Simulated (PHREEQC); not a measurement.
1 kg of water holding 0.0046 mol CaCl2, 0.091 mol MgCl2, 0.0049 mol NaCl, 0.13 mol SrCl2 and 0.2 mol KCl is evaporated at 25 °C; the solids stay in contact with the brine. No CO2 enters from the air. Solids allowed: Bischofite, Brucite, Carnallite, Halite, Portlandite, Sylvite, MgCl2_4H2O. Others were left out.

The numbers come from PHREEQC with the Pitzer model, pitzer.dat.

Predict ionic strength, water activity at water left (kg) = 0.6755, 0.375, 0.1156.


```json
[
 {"water left (kg)": "0.6755", "ionic strength": "1.31", "water activity": "0.974"},
 {"water left (kg)": "0.375", "ionic strength": "2.35", "water activity": "0.951"},
 {"water left (kg)": "0.1156", "ionic strength": "7.63", "water activity": "0.789"}
]
```

Species that the database lacks are ignored.
